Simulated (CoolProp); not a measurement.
A closed Brayton cycle with nitrogen: compressor inlet 305.15 K and 2.2 MPa, high pressure 4.23 MPa, turbine inlet 945 K, compressor efficiency 0.89, turbine efficiency 0.9, recuperator effectiveness 0 (on enthalpy, no pinch check). Each further row changes one setting.

Values from CoolProp's reference Helmholtz-energy equation of state, Span 2000.

| case | thermal efficiency (%) | net work (kJ/kg) | compressor to turbine work | compressor exit (K) | turbine exit (K) |
|---|---|---|---|---|---|
| as stated | 12.7 | 80.1 | 0.48 | 376.2 | 811.9 |
| turbine inlet 895 K | 12.6 | 71.9 | 0.51 | 376.2 | 767.7 |
| compressor inlet 315.15 K | 12.6 | 77.6 | 0.49 | 388.4 | 811.9 |
| high pressure 3.6 MPa | 9.9 | 64.0 | 0.46 | 357.4 | 843.0 |
| recuperator effectiveness 0.5 | 20.4 | 80.1 | 0.48 | 376.2 | 811.9 |
